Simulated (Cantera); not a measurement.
Adiabatic ignition

An adiabatic, constant-pressure homogeneous reactor starts with H2 : O2 : N2 = 1 : 1.09 : 4.09 (molar parts), equivalence ratio 0.46, at 1448 K and 3230 Torr.

Cantera simulation using GRI-Mech 3.0 (53 species, 325 reactions); the numbers are that mechanism's predictions, not measurements. The hydrogen kinetics of GRI-Mech 3.0 are dated; newer H2 mechanisms differ, most at raised pressure.

| t (s) | T (K) | x H2 | x O2 | x H | x H2O | x N2O |
|---|---|---|---|---|---|---|
| 7.00e-6 | 2196 | 0.0110 | 0.0953 | 0.0119 | 0.143 | 8.73e-7 |
| 1.89e-5 | 2460 | 0.00306 | 0.0989 | 0.00138 | 0.163 | 1.55e-6 |
| 5.13e-5 | 2506 | 0.00160 | 0.100 | 0.000509 | 0.168 | 1.51e-6 |
| 0.000139 | 2506 | 0.00158 | 0.100 | 0.000498 | 0.168 | 1.50e-6 |
| 0.000376 | 2505 | 0.00157 | 0.0999 | 0.000495 | 0.168 | 1.50e-6 |
| 0.00102 | 2503 | 0.00156 | 0.0993 | 0.000489 | 0.168 | 1.49e-6 |
| 0.00275 | 2498 | 0.00153 | 0.0979 | 0.000473 | 0.168 | 1.49e-6 |
| 0.00745 | 2489 | 0.00149 | 0.0955 | 0.000448 | 0.168 | 1.51e-6 |
| 0.0202 | 2483 | 0.00146 | 0.0938 | 0.000432 | 0.169 | 1.54e-6 |
| 0.0546 | 2482 | 0.00146 | 0.0936 | 0.000430 | 0.169 | 1.55e-6 |
| 0.148 | 2482 | 0.00146 | 0.0936 | 0.000430 | 0.169 | 1.55e-6 |
| 0.400 | 2482 | 0.00146 | 0.0936 | 0.000430 | 0.169 | 1.55e-6 |
x: mole fraction; the columns are a selection and need not sum to one.

```
Quantity                                                              Result
---------------------------------  -----------------------------------------
time of steepest temperature rise                                    4.15 µs
temperature at 0.400 s                                                2482 K
equilibrium temperature                                               2482 K
x(H2) at 0.400 s                     0.00146 (gas-phase equilibrium 0.00146)
x(O2) at 0.400 s                       0.0936 (gas-phase equilibrium 0.0936)
x(H) at 0.400 s                    0.000430 (gas-phase equilibrium 0.000430)
```
